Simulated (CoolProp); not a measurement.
Ammonia along the isotherm 430.4 K: density (kg/m³) from the reference equation and from simpler models built on Tc = 405.6 K, pc = 113.6 bar, ω = 0.256; each cubic takes its own stable root.

Computed with CoolProp (reference Helmholtz-energy equation of state, Gao 2020).

```json
[
 {"p (bar)": "6.31", "phase": "gas", "reference": "3.054", "ideal gas": "3.003", "Soave-Redlich-Kwong": "3.050", "Peng-Robinson": "3.057"},
 {"p (bar)": "12.6", "phase": "gas", "reference": "6.206", "ideal gas": "5.996", "Soave-Redlich-Kwong": "6.191", "Peng-Robinson": "6.216"},
 {"p (bar)": "18.9", "phase": "gas", "reference": "9.479", "ideal gas": "8.995", "Soave-Redlich-Kwong": "9.443", "Peng-Robinson": "9.502"},
 {"p (bar)": "25.3", "phase": "gas", "reference": "12.94", "ideal gas": "12.04", "Soave-Redlich-Kwong": "12.87", "Peng-Robinson": "12.97"},
 {"p (bar)": "31.6", "phase": "gas", "reference": "16.48", "ideal gas": "15.04", "Soave-Redlich-Kwong": "16.36", "Peng-Robinson": "16.54"},
 {"p (bar)": "37.9", "phase": "gas", "reference": "20.17", "ideal gas": "18.04", "Soave-Redlich-Kwong": "20.00", "Peng-Robinson": "20.26"},
 {"p (bar)": "44.2", "phase": "gas", "reference": "24.04", "ideal gas": "21.04", "Soave-Redlich-Kwong": "23.78", "Peng-Robinson": "24.15"},
 {"p (bar)": "50.5", "phase": "gas", "reference": "28.09", "ideal gas": "24.03", "Soave-Redlich-Kwong": "27.73", "Peng-Robinson": "28.22"},
 {"p (bar)": "56.8", "phase": "gas", "reference": "32.35", "ideal gas": "27.03", "Soave-Redlich-Kwong": "31.87", "Peng-Robinson": "32.51"}
]
```
